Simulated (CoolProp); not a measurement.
Carbonyl sulfide along the isotherm 620 K: fugacity coefficient from the reference equation and from simpler models built on Tc = 378.8 K, pc = 6.369 MPa, ω = 0.098; each cubic takes its own stable root.

Values from CoolProp's reference Helmholtz-energy equation of state, Lemmon 2006. It is a short technical equation, of lower accuracy than the large ones.

| p (MPa) | phase | reference | van der Waals | Soave-Redlich-Kwong | Peng-Robinson |
|---|---|---|---|---|---|
| 0.101 | gas | 0.9990 | 0.9987 | 0.9991 | 0.9988 |
| 0.148 | gas | 0.9985 | 0.9981 | 0.9987 | 0.9982 |
| 0.217 | gas | 0.9979 | 0.9972 | 0.9981 | 0.9974 |
| 0.318 | gas | 0.9969 | 0.9960 | 0.9973 | 0.9962 |
| 0.467 | gas | 0.9954 | 0.9941 | 0.9960 | 0.9944 |
| 0.686 | gas | 0.9933 | 0.9913 | 0.9941 | 0.9918 |
| 1.01 | gas | 0.9901 | 0.9872 | 0.9913 | 0.9880 |
| 1.48 | gas | 0.9856 | 0.9813 | 0.9874 | 0.9825 |
| 2.17 | gas | 0.9790 | 0.9727 | 0.9817 | 0.9746 |
| 3.18 | gas | 0.9696 | 0.9603 | 0.9735 | 0.9634 |
| 4.67 | gas | 0.9561 | 0.9422 | [?] | [?] |
| 6.86 | supercritical | 0.9370 | 0.9164 | 0.9456 | 0.9253 |
| 10.1 | supercritical | 0.9105 | 0.8800 | 0.9237 | [?] |
| 14.8 | supercritical | [?] | 0.8320 | 0.8963 | 0.8586 |
| 21.7 | supercritical | 0.8349 | [?] | [?] | 0.8166 |
| 31.8 | supercritical | 0.7946 | 0.7278 | [?] | 0.7775 |

Q: What belongs in the gaps?

A: 
- 4.67, Soave-Redlich-Kwong: 0.9618
- 4.67, Peng-Robinson: 0.9474
- 10.1, Peng-Robinson: 0.8956
- 14.8, reference: 0.8761
- 21.7, van der Waals: 0.7756
- 21.7, Soave-Redlich-Kwong: 0.8657
- 31.8, Soave-Redlich-Kwong: 0.8401
